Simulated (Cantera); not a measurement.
# Chlorosilane synthesis and conversion: Si + HCl + H₂

Input: 1 mol Si, 0.75 mol HCl, 0.46 mol H₂, held at 702 °C and 0.470 bar.

These are equilibrium values from Cantera (NASA tables, ideal gas, pure condensed phases), not measurements of a reactor. Candidate condensed phases: Si; 19 gas species. The tables' values for SiCl₃ are old estimates; treat these amounts as uncertain. Kinetics and transport are ignored.

| Item | Result |
|---|---|
| x(H₂) | 0.791 |
| x(SiCl₄) | 0.139 |
| x(SiHCl₃) | 0.0554 |
| x(HCl) | 0.0113 |
| x(SiH₂Cl₂) | 0.00231 |
| x(SiCl₃) | 0.00114 |
| x(SiCl₂) | 0.000263 |
| x(SiH₃Cl) | 2.43e-5 |
| n(Si(s)) | 0.800 mol |
| gas amount | 1.011 mol |
